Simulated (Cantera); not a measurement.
An adiabatic, constant-volume homogeneous reactor starts with CO : H₂ : CH₄ : O₂ : N₂ : CO₂ = 1 : 0.33 : 0.23 : 3.12 : 11.8 : 4.7 (molar parts), equivalence ratio 0.36, at 1773 K and 2.40 bar.

Computed with Cantera and GRI-Mech 3.0 (53 species, 325 reactions).

One state of this run: T (K) = 2381; P (bar) = 3.14; x CO = 0.00970; x H₂ = 0.000216; x CH₄ = <1e-12; x HCN = 4.24e-12; x C₂H₆ = <1e-12; x OH = 0.00363. x: mole fraction; the columns are a selection and need not sum to one.

Q: Which value of t (s) does it belong to?
A) 0.754
B) 0.000189
C) 3.00e-6
D) 1.19e-5

A: A, 0.754
